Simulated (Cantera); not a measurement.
**SiHCl3 + HCl + H2 (silicon epitaxy and polysilicon growth)**

Charge: 1 mol SiHCl3, a varied amount of HCl, 4.6 mol H2, held at 727 °C and 36000 Pa.

Equilibrium computed with Cantera from the NASA thermochemical tables; the gas is ideal and each condensed phase is pure. Candidate condensed phases: Si; 19 gas species. The tables' values for SiCl3 are old estimates; treat these amounts as uncertain. Equilibrium is a limit: real reactors are often held back by kinetics, nucleation or transport.

From 0.13 mol HCl to 0.68 mol HCl the condensed part is Si(s). From 1 mol HCl to 2.4 mol HCl nothing is condensed. The main Si-bearing gas is SiCl4 throughout.

```json
[
 {"n(HCl) (mol)": "0.13", "log p H2": "-0.52", "log p HCl": "-2.29", "log p SiCl4": "-1.46", "log p SiHCl3": "-1.84", "n Si(s)": "0.170"},
 {"n(HCl) (mol)": "0.19", "log p H2": "-0.52", "log p HCl": "-2.29", "log p SiCl4": "-1.45", "log p SiHCl3": "-1.83", "n Si(s)": "0.154"},
 {"n(HCl) (mol)": "0.29", "log p H2": "-0.52", "log p HCl": "-2.29", "log p SiCl4": "-1.44", "log p SiHCl3": "-1.83", "n Si(s)": "0.128"},
 {"n(HCl) (mol)": "0.45", "log p H2": "-0.52", "log p HCl": "-2.29", "log p SiCl4": "-1.43", "log p SiHCl3": "-1.82", "n Si(s)": "0.0856"},
 {"n(HCl) (mol)": "0.68", "log p H2": "-0.52", "log p HCl": "-2.28", "log p SiCl4": "-1.41", "log p SiHCl3": "-1.81", "n Si(s)": "0.0248"},
 {"n(HCl) (mol)": "1", "log p H2": "-0.53", "log p HCl": "-2.00", "log p SiCl4": "-1.35", "log p SiHCl3": "-2.03", "n Si(s)": "0"},
 {"n(HCl) (mol)": "1.6", "log p H2": "-0.56", "log p HCl": "-1.48", "log p SiCl4": "-1.33", "log p SiHCl3": "-2.55", "n Si(s)": "0"},
 {"n(HCl) (mol)": "2.4", "log p H2": "-0.60", "log p HCl": "-1.19", "log p SiCl4": "-1.36", "log p SiHCl3": "-2.92", "n Si(s)": "0"}
]
```
log p: log10 of the partial pressure in bar; n: condensed amount in mol.
